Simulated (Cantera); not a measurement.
What does this Cantera script print?

```python
import numpy as np
import cantera as ct

gas = ct.Solution("gri30.yaml")
gas.TPX = 1100, 13332, {'N2O': 1, 'H2O': 0.39}
reactor = ct.IdealGasConstPressureReactor(gas, energy="off", clone=False)
net = ct.ReactorNet([reactor])
net.rtol, net.atol = 1e-08, 1e-18
show = ['N2O', 'H2O', 'HO2', 'OH', 'NO2', 'NO']
times = np.geomspace(0.0001, 4, 11)

steps = ct.SolutionArray(gas, extra=["t"])
rows = []
print(f"{'t/s':>10s}{'T/K':>9s}{'P/Pa':>11s}" + "".join(f"{s:>11s}" for s in show))
for t in times:
    while net.time < t:
        t_next = net.step()
        steps.append(gas.state, t=t_next)
    rows.append([np.interp(t, steps.t, y) for y in (steps.T, steps.P, *steps(*show).X.T)])
    print(f"{t:10.3e}{rows[-1][0]:9.1f}{rows[-1][1]:11.4g}" + "".join(f"{x:11.3e}" for x in rows[-1][2:]))
rate = np.gradient(steps.T, steps.t)
print("integrator steps:", len(steps.t))
if steps.T.max() > steps.T[0] + 200:
    print(f"time of steepest temperature rise: {steps.t[rate.argmax()]:.4e} s")
gas.TPX = 1100, 13332, {'N2O': 1, 'H2O': 0.39}
gas.equilibrate("TP")
print(f"equilibrium (TP): T = {gas.T:.1f} K  " + "  ".join(f"{s} {gas[s].X[0]:.3e}" for s in show))
```

Output:

```
       t/s      T/K       P/Pa        N2O        H2O        HO2         OH        NO2         NO
 1.000e-04   1100.0  1.333e+04  7.194e-01  2.806e-01  8.945e-10  1.764e-07  2.038e-14  4.395e-08
 2.885e-04   1100.0  1.333e+04  7.194e-01  2.806e-01  1.345e-08  8.184e-07  1.026e-12  2.063e-07
 8.326e-04   1100.0  1.333e+04  7.194e-01  2.806e-01  1.435e-07  2.728e-06  8.139e-11  7.155e-07
 2.402e-03   1100.0  1.333e+04  7.194e-01  2.806e-01  1.065e-06  7.221e-06  5.652e-09  2.186e-06
 6.931e-03   1100.0  1.333e+04  7.193e-01  2.806e-01  3.405e-06  1.231e-05  1.977e-07  6.327e-06
 2.000e-02   1100.0  1.333e+04  7.189e-01  2.805e-01  3.728e-06  1.331e-05  2.214e-06  1.697e-05
 5.771e-02   1100.0  1.333e+04  7.180e-01  2.804e-01  3.371e-06  1.416e-05  1.323e-05  4.254e-05
 1.665e-01   1100.0  1.333e+04  7.154e-01  2.802e-01  3.009e-06  1.493e-05  5.367e-05  1.068e-04
 4.804e-01   1100.0  1.333e+04  7.079e-01  2.794e-01  2.478e-06  1.594e-05  1.537e-04  2.982e-04
 1.386e+00   1100.0  1.333e+04  6.870e-01  2.773e-01  1.703e-06  1.760e-05  3.263e-04  9.028e-04
 4.000e+00   1100.0  1.333e+04  6.317e-01  2.716e-01  9.356e-07  1.937e-05  5.080e-04  2.655e-03
integrator steps: 752
equilibrium (TP): T = 1100.0 K  N2O 1.767e-09  H2O 2.063e-01  HO2 4.115e-09  OH 1.718e-06  NO2 9.176e-07  NO 7.861e-05
```

Model: GRI-Mech 3.0 (53 species, 325 reactions), integrated in Cantera. GRI-Mech 3.0 was tuned for natural gas; its chemistry of N2O as a main component is partial and can be far from experiment. The mechanism lacks the step 2 NO + O2 → 2 NO2, which can matter for NO2 below about 1400 K. The temperature is held fixed by assumption; the heat of reaction is taken as removed at once.
